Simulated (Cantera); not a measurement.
Input (Python, Cantera):

```python
import numpy as np
import cantera as ct

gas = ct.Solution("h2o2.yaml")
gas.TPX = 1423, 2666, {'H2': 0.075, 'O2': 1}
reactor = ct.IdealGasConstPressureReactor(gas, energy="off", clone=False)
net = ct.ReactorNet([reactor])
net.rtol, net.atol = 1e-08, 1e-18
show = ['H2', 'O2', 'H2O2', 'OH', 'HO2', 'H', 'O']
times = np.geomspace(5e-06, 20, 14)

steps = ct.SolutionArray(gas, extra=["t"])
rows = []
print(f"{'t/s':>10s}{'T/K':>9s}{'P/Pa':>11s}" + "".join(f"{s:>11s}" for s in show))
for t in times:
    while net.time < t:
        t_next = net.step()
        steps.append(gas.state, t=t_next)
    rows.append([np.interp(t, steps.t, y) for y in (steps.T, steps.P, *steps(*show).X.T)])
    print(f"{t:10.3e}{rows[-1][0]:9.1f}{rows[-1][1]:11.4g}" + "".join(f"{x:11.3e}" for x in rows[-1][2:]))
rate = np.gradient(steps.T, steps.t)
print("integrator steps:", len(steps.t))
if steps.T.max() > steps.T[0] + 200:
    print(f"time of steepest temperature rise: {steps.t[rate.argmax()]:.4e} s")
gas.TPX = 1423, 2666, {'H2': 0.075, 'O2': 1}
gas.equilibrate("TP")
print(f"equilibrium (TP): T = {gas.T:.1f} K  " + "  ".join(f"{s} {gas[s].X[0]:.3e}" for s in show))
```

Result:

```
       t/s      T/K       P/Pa         H2         O2       H2O2         OH        HO2          H          O
 5.000e-06   1423.0       2666  6.977e-02  9.302e-01  3.094e-12  4.332e-09  2.075e-08  1.676e-08  4.439e-09
 1.610e-05   1423.0       2666  6.977e-02  9.302e-01  3.179e-11  3.245e-08  6.683e-08  4.328e-08  3.486e-08
 5.184e-05   1423.0       2666  6.977e-02  9.302e-01  3.206e-10  2.581e-07  2.152e-07  1.855e-07  2.998e-07
 1.669e-04   1423.0       2666  6.973e-02  9.302e-01  3.073e-09  1.297e-05  7.144e-07  8.119e-06  1.552e-05
 5.375e-04   1423.0       2666  5.129e-03  8.783e-01  2.034e-07  1.118e-02  5.183e-06  1.198e-02  4.035e-02
 1.731e-03   1423.0       2666  1.470e-03  8.769e-01  1.313e-07  8.056e-03  4.678e-06  8.959e-03  4.465e-02
 5.573e-03   1423.0       2666  1.192e-03  8.875e-01  1.270e-07  7.296e-03  4.432e-06  6.321e-03  3.520e-02
 1.794e-02   1423.0       2666  6.399e-04  9.067e-01  1.075e-07  5.399e-03  3.564e-06  2.349e-03  1.806e-02
 5.778e-02   1423.0       2666  1.609e-04  9.220e-01  6.184e-08  2.730e-03  1.758e-06  2.842e-04  4.395e-03
 1.860e-01   1423.0       2666  2.330e-05  9.266e-01  2.288e-08  1.043e-03  4.572e-07  1.546e-05  6.290e-04
 5.991e-01   1423.0       2666  3.388e-06  9.274e-01  6.911e-09  3.986e-04  1.190e-07  8.574e-07  9.134e-05
 1.929e+00   1423.0       2666  6.736e-07  9.276e-01  2.314e-09  1.781e-04  9.094e-08  7.628e-08  1.819e-05
 6.211e+00   1423.0       2666  3.074e-07  9.276e-01  1.501e-09  1.204e-04  1.123e-07  2.361e-08  8.313e-06
 2.000e+01   1423.0       2666  2.955e-07  9.276e-01  1.476e-09  1.180e-04  1.138e-07  2.227e-08  7.994e-06
integrator steps: 1769
equilibrium (TP): T = 1423.0 K  H2 2.955e-07  O2 9.276e-01  H2O2 1.476e-09  OH 1.180e-04  HO2 1.138e-07  H 2.227e-08  O 7.994e-06
```

Detailed kinetics in Cantera: the H2/O2 subset of GRI-Mech 3.0, which has no nitrogen chemistry. Radical loss at walls, strong at low pressure, is not modelled. The temperature is held fixed by assumption; the heat of reaction is taken as removed at once.
